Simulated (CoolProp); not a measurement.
Model: reference Helmholtz-energy equation of state, Thol 2015, in CoolProp.

### Question
Give the vapour pressure (kPa), liquid density (kg/m³), vapour density (kg/m³), enthalpy of vaporisation (kJ/kg) of saturated octamethylcyclotetrasiloxane (D4) at 559.4 K.

### Answer
```
T (K)  p (kPa)  liquid density (kg/m³)  vapour density (kg/m³)  enthalpy of vaporisation (kJ/kg)
-----  -------  ----------------------  ----------------------  --------------------------------
559.4      887                     552                    94.3                              68.5
```
